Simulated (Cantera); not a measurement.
Charge: 1 mol Cu2O, 2.6 mol CH4, 0.11 mol CO, held at 1798.15 K and 0.110 bar.

Cantera equilibrium calculation (NASA polynomials, part measured and part estimated; ideal gas, pure solids and liquids). Candidate condensed phases: C, C6H6, C7H8, C8H18, Cu, CuO, Cu(OH)2, Cu2O, H2O; 113 gas species. Rates play no part.

Base state: H2 0.819, CO 0.175, Cu 0.00482, H 0.000962, C2H2 (acetylene) 0.000141, CH4 5.71e-5 (mole fractions); condensed: C(graphite) + Cu(l).

**Question.** What changes in the equilibrium state with this change: Cu2O replaced by Fe3O4?

**Answer.** 
```csv
species,before,after
H2,0.819,0.505
CO,0.175,0.317
H2O,4.54e-6,0.152
CO2,2.54e-7,0.0250
Fe,0,0.000261
Cu,0.00482,0
C2H2 (acetylene),0.000141,<1e-9
CH4,5.71e-5,<1e-9
OH,<1e-9,1.49e-5
Fe(OH)2,0,1.43e-5
H,0.000962,0.000755
"C(graphite), mol",1.60,0
"Cu(l), mol",1.97,0
"Fe(δ), mol",0,3.00
```
Further candidate phases: Fe, Fe(CO)5, FeO, Fe(OH)2, Fe(OH)3, Fe2O3, Fe3O4.
